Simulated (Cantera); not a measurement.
Stirred combustor or abatement burner

A perfectly stirred reactor is fed with CH4 : C2H6 : O2 : N2 : H2O = 1 : 0.71 : 3.45 : 13 : 0.91 (molar parts), equivalence ratio 1.3, at 5.00 bar; it is adiabatic with a 675 K inlet, and is followed from long to short residence time, starting on the burning branch (τ in s: 0.14, 0.057, 0.023, 0.009, 0.0036, 0.0014, 0.00057, 0.00023, 9e-05).

Computed with Cantera and GRI-Mech 3.0 (53 species, 325 reactions).

| τ (s) | T (K) | x CH4 | x C2H6 | x O2 | x C2H4 | x NO2 | x N2O | x HCN |
|---|---|---|---|---|---|---|---|---|
| 0.14 | 2276 | 9.60e-6 | 3.84e-8 | 3.66e-5 | 7.59e-8 | 4.23e-9 | 1.66e-8 | 9.55e-7 |
| 0.057 | 2274 | 1.89e-5 | 9.23e-8 | 5.94e-5 | 1.83e-7 | 5.42e-9 | 1.97e-8 | 2.20e-6 |
| 0.023 | 2271 | 3.32e-5 | 2.20e-7 | 0.000106 | 4.36e-7 | 7.28e-9 | 2.55e-8 | 4.73e-6 |
| 0.0090 | 2267 | 5.30e-5 | 5.28e-7 | 0.000200 | 1.03e-6 | 1.00e-8 | 3.59e-8 | 9.36e-6 |
| 0.0036 | 2260 | 7.72e-5 | 1.21e-6 | 0.000373 | 2.27e-6 | 1.36e-8 | 5.17e-8 | 1.65e-5 |
| 0.0014 | 2249 | 0.000112 | 2.79e-6 | 0.000709 | 4.92e-6 | 1.81e-8 | 7.52e-8 | 2.76e-5 |
| 0.00057 | 2234 | 0.000170 | 6.18e-6 | 0.00131 | 1.01e-5 | 2.26e-8 | 1.04e-7 | 4.27e-5 |
| 0.00023 | 2212 | 0.000292 | 1.42e-5 | 0.00250 | 2.18e-5 | 2.60e-8 | 1.34e-7 | 6.38e-5 |
| 9.0e-5 | 2174 | 0.000624 | 3.75e-5 | 0.00529 | 5.75e-5 | 2.63e-8 | 1.51e-7 | 8.84e-5 |
x: mole fraction; the columns are a selection and need not sum to one.
